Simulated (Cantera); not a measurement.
**Ignition delay**

Mixture: CH4 : O2 : N2 = 1 : 4.76 : 17.9 (molar parts), at 13500 Torr, adiabatic and at constant pressure. Ignition delay is the time to a rise of 400 K.

Detailed kinetics in Cantera: GRI-Mech 3.0 (53 species, 325 reactions). The pressure lies above the range GRI-Mech 3.0 was tuned for (to about 10 atm).

| T0 (K) | delay (ms) |
|---|---|
| 1050 | 16.5 |
| 1100 | 7.48 |
| 1150 | 3.65 |
| 1200 | 1.90 |
| 1250 | 1.04 |
| 1300 | 0.592 |

* **apparent activation energy between 1200 and 1300 K**: 150 kJ/mol
